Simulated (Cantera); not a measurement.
What does this Cantera script print?

```python
import numpy as np
import cantera as ct

gas_names = [...]  # 95 gases of nasa_gas.yaml made of C, F, H
cond_names = """
    C(gr) C6H6(L) C7H8(L) C8H18(L),n-octa
""".split()


# ... load() reads the species with a 1 bar reference pressure and builds the phases ...
atoms = {
    'CH2F2': {'C': 1, 'H': 2, 'F': 2},
    'H2': {'H': 2},
}
top_T = {'C(gr)': 4500}  # K; cautious upper limits of use, not melting points


# ... equilibrate(T, P, feed) seeds the gas with the atoms and calls Mixture.equilibrate('TP', solver="vcs", rtol=1e-11, max_steps=5000) ...
results = []
feed = {'CH2F2': 1, 'H2': 4.5}  # mol
T = 798.15  # K
for P in [1, 5.2, 27, 140, 720, 3700, 19000, 100000]:
    mix = equilibrate(T, P, feed)
    results.append((T, P, feed, dict(zip(mix.species_names, mix.species_moles))))

top = {s: max(r[3][s] / sum(r[3][g] for g in gas_names) for r in results) for s in gas_names}
cols = sorted((s for s in top if top[s] > 1e-06), key=lambda s: -top[s])[:5]
seen = [c for c in cond_names if any(r[3].get(c, 0) > 1e-12 for r in results)]
print("log10 of partial pressures in bar; condensed amounts in mol")
print(f"{'P/Pa':>10s}" + "".join(f"{s[:9]:>10s}" for s in cols + seen))
for T, P, feed, n in results:
    ng = sum(n[g] for g in gas_names)
    print(f"{P:10.4g}" + "".join(f"{np.log10(max(n[s] / ng * P / 1e5, 1e-99)):10.3f}" for s in cols)
          + "".join(f"{n.get(c, 0):10.4g}" for c in seen))
```

Result:

```
log10 of partial pressures in bar; condensed amounts in mol
      P/Pa        H2        HF       CH4      H2F2      C2H6     C(gr)
         1    -5.160    -5.512   -10.178   -15.040   -19.906         1
       5.2    -4.444    -4.796    -8.746   -13.608   -17.758    0.9998
        27    -3.728    -4.080    -7.315   -12.177   -15.612    0.9988
       140    -3.014    -3.365    -5.887   -10.747   -13.469     0.994
       720    -2.306    -2.653    -4.471    -9.322   -11.345    0.9696
      3700    -1.610    -1.934    -3.079    -7.885    -9.258    0.8568
   1.9e+04    -0.960    -1.197    -1.778    -6.410    -7.305    0.4754
     1e+05    -0.342    -0.439    -0.740    -4.895    -5.848         0
```

These are equilibrium values from Cantera (NASA tables, ideal gas, pure condensed phases), not measurements of a reactor.
